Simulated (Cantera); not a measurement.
Premixed flame

A freely propagating, adiabatic, planar premixed flame of 9.08 % CH4, 16.8 % O2, 74.1 % N2, unburnt at 350 K and 430000 Pa; mixture-averaged transport, grid criteria slope 0.08 and curve 0.16, no radiation.

Model: GRI-Mech 3.0 (53 species, 325 reactions), integrated in Cantera. Burning velocities carry a grid error of a few per cent, more on coarse grids.

```tsv
z (mm)	T (K)	u (m/s)	x CH4	x O2	x CO2	x HO2	x NO	x C2H
-0.652	350	0.176	0.0907	0.168	8.59e-7	1.75e-8	<1e-8	<1e-8
-0.435	356	0.180	0.0902	0.168	2.30e-5	3.00e-7	<1e-8	<1e-8
-0.326	378	0.191	0.0887	0.166	0.000144	1.54e-6	2.82e-8	<1e-8
-0.217	510	0.259	0.0808	0.156	0.00148	1.41e-5	3.59e-7	<1e-8
-0.109	1012	0.521	0.0514	0.113	0.0114	8.84e-5	6.56e-6	<1e-8
-0.0543	1426	0.737	0.0260	0.0711	0.0240	0.000110	1.62e-5	<1e-8
0	1810	0.936	0.00417	0.0277	0.0422	4.90e-5	2.87e-5	1.77e-7
0.0543	1952	1.01	9.67e-5	0.00896	0.0578	9.51e-6	4.29e-5	5.22e-8
0.109	2000	1.03	1.38e-6	0.00471	0.0647	4.83e-6	4.93e-5	<1e-8
0.217	2047	1.05	<1e-8	0.00246	0.0686	2.31e-6	5.35e-5	<1e-8
0.435	2083	1.06	<1e-8	0.00109	0.0702	8.51e-7	5.64e-5	<1e-8
0.870	2103	1.07	<1e-8	0.000390	0.0711	2.32e-7	5.84e-5	<1e-8
1.74	2112	1.08	<1e-8	0.000127	0.0714	5.46e-8	5.96e-5	<1e-8
```
x: mole fraction of selected species; z is measured from the peak of heat release.

```yaml
laminar_burning_velocity: 17.6 cm/s
thermal_thickness: 0.217 mm
peak x(HO2): 0.000110
peak x(C2H): 2.31e-7
grid_points: 130
```
